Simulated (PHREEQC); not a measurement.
A PHREEQC input (ion-association model, wateq4f.dat):

```
SOLUTION 1
  temp 25
  units mg/kgw
  pH 6.33
  pe 11.1
  Na 1.34
  K 0.93
  Ca 1.47
  Mg 0.131
  Cl 0.798
  SO4 2.06 as SO4
  Alkalinity 6.09 as HCO3
  Pb 0.613
  F 0.0292
END
USE solution 1
EQUILIBRIUM_PHASES 1
  Gypsum 0 0
  CO2(g) -2 10
END
```

The run finishes with these warnings:
```
WARNING: Could not find element in database, SO4.
	Concentration is set to zero.
WARNING: Element S is contained in Gypsum (which has 0.0 mass),
```

Its last state differs from that of the intended input:

```tsv
quantity	as run	intended
ionic strength (mol/kgw)	0.000194	0.000236
SI of Cerrusite (PbCO3)	-1.00	-1.01
SI of Pb(OH)2 (Pb(OH)2)	-2.13	-2.14
```

The fault: SO4 typed in place of S(6). The line should read `S(6) 2.06` where the input has `SO4 2.06`.
